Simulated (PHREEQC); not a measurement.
Synthetic water in mmol/kgw, 55 °C, pH 7.75, pe 11.5:

```csv
constituent,mmol/kgw
Na,204
K,27.2
Ca,0.73
Mg,14
Cl,268
S(6),1.12
Alkalinity (meq/kgw),0.0583
N(5),0.029
```

Valence states are taken as typed.

Computed with PHREEQC (ion-association model, wateq4f.dat).

The ionic strength comes out as 0.280 mol/kgw. What activity coefficients do KSO4-, MgOH+, NaSO4-, Ca+2, NO3- get?

KSO4- 0.71, MgOH+ 0.74, NaSO4- 0.71, Ca+2 0.27, NO3- 0.65.

Precipitation was switched off in this run. Species that the database lacks are ignored. At this temperature some constants are extrapolated from 25 °C, and those without enthalpy data are left unchanged.
